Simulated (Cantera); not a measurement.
An adiabatic, constant-volume homogeneous reactor starts with 6.61 % C₂H₄, 18.0 % O₂, 68.1 % N₂, 7.27 % CO₂, equivalence ratio 1.1, at 1375 K and 100000 Pa.

Cantera simulation using GRI-Mech 3.0 (53 species, 325 reactions); the numbers are that mechanism's predictions, not measurements. GRI-Mech 3.0 was tuned for natural gas; its chemistry of ethylene as a main component is partial and can be far from experiment.

Question: Predict: time of steepest temperature rise; temperature at 0.200 s; equilibrium temperature; x(O₂) at 0.200 s; x(CO₂) at 0.200 s; x(CO) at 0.200 s; x(OH) at 0.200 s.

Answer: time of steepest temperature rise: 62.6 µs
temperature at 0.200 s: 2852 K
equilibrium temperature: 2852 K
x(O₂) at 0.200 s: 0.0220 (gas-phase equilibrium 0.0220)
x(CO₂) at 0.200 s: 0.103 (gas-phase equilibrium 0.103)
x(CO) at 0.200 s: 0.0886 (gas-phase equilibrium 0.0886)
x(OH) at 0.200 s: 0.0177 (gas-phase equilibrium 0.0177)
